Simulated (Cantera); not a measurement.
A closed system holds: 1 mol Si₂H₆, 0.7 mol N₂O, held at 7.10 Pa.

Method: chemical equilibrium by Gibbs-energy minimisation in Cantera with the NASA 1993 tables (ideal gas, pure condensed phases). Candidate condensed phases: H₂O, Si, SiO₂, Si₂N₂O, Si₃N₄; 35 gas species. The feed counts by its element totals alone. Mutual solubility and eutectic melting of coexisting phases are not modelled. Equilibrium is a limit: real reactors are often held back by kinetics, nucleation or transport.

x: gas mole fraction; n: condensed amount in mol.

```csv
T (K),x H₂,x SiO,x N₂,x H,x Si,x SiH,x SiH₂,n Si(s),n Si₂N₂O(s)
748,1.00,<1e-12,<1e-12,…,<1e-12,<1e-12,<1e-12,0.600,0.700
798,1.00,<1e-12,<1e-12,…,<1e-12,<1e-12,<1e-12,0.600,0.700
848,1.00,<1e-12,<1e-12,…,<1e-12,<1e-12,<1e-12,0.600,0.700
898,1.00,1.76e-11,1.76e-11,…,<1e-12,<1e-12,3.45e-12,0.600,0.700
948,1.00,3.38e-10,3.38e-10,…,<1e-12,<1e-12,1.90e-11,0.600,0.700
998,1.00,4.83e-9,4.83e-9,…,2.24e-12,1.34e-12,8.84e-11,0.600,0.700
1048,1.000,5.32e-8,5.32e-8,…,2.94e-11,1.13e-11,3.55e-10,0.600,0.700
1098,1.000,4.71e-7,4.71e-7,…,3.05e-10,7.86e-11,1.25e-9,0.600,0.700
1148,1.000,3.43e-6,3.43e-6,…,2.57e-9,4.60e-10,3.97e-9,0.600,0.700
1198,1.000,2.11e-5,2.11e-5,…,1.81e-8,2.32e-9,1.14e-8,0.600,0.700
1248,1.000,0.000112,0.000112,…,1.09e-7,1.03e-8,3.01e-8,0.600,0.700
1298,0.999,0.000522,0.000522,…,5.72e-7,4.04e-8,7.38e-8,0.602,0.698
1348,0.995,0.00217,0.00217,…,2.65e-6,1.43e-7,1.69e-7,0.607,0.693
1398,0.983,0.00809,0.00809,…,1.10e-5,4.62e-7,3.60e-7,0.625,0.675
```

Q: Some entries are withheld; supply them.

A: 
- 748, x H: 3.42e-11
- 798, x H: 3.16e-10
- 848, x H: 2.26e-9
- 898, x H: 1.30e-8
- 948, x H: 6.22e-8
- 998, x H: 2.55e-7
- 1048, x H: 9.17e-7
- 1098, x H: 2.94e-6
- 1148, x H: 8.50e-6
- 1198, x H: 2.26e-5
- 1248, x H: 5.54e-5
- 1298, x H: 0.000127
- 1348, x H: 0.000274
- 1398, x H: 0.000557
